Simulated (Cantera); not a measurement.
Input: 1 mol Si, 3.6 mol SF6, 4.8 mol H2, held at 1373 K and 133 Pa.

These are equilibrium values from Cantera (NASA tables, ideal gas, pure condensed phases), not measurements of a reactor. Candidate condensed phases: S, Si; 39 gas species. The tables' values for SF3, S2F2 (SSF2), FS2F (FSSF) are old estimates; treat these amounts as uncertain. Rates play no part.

Base state: HF 0.679, SF2 0.188, SiF4 0.0707, SF4 0.0265, SF3 0.0184, S2F2 (SSF2) 0.0104, F 0.00635, SF 0.000269 (mole fractions); condensed: gas only.

Question: What changes in the equilibrium state with this change: temperature from 1373 K to 1498.15 K?

Answer: 
```tsv
species	before	after
HF	0.679	0.656
SF2	0.188	0.209
SiF4	0.0707	0.0684
F	0.00635	0.0351
SF4	0.0265	0.00944
S2F2 (SSF2)	0.0104	0.00604
SF3	0.0184	0.0142
SF	0.000269	0.000966
S2	2.54e-5	7.56e-5
FS2F (FSSF)	4.69e-5	4.42e-5
```
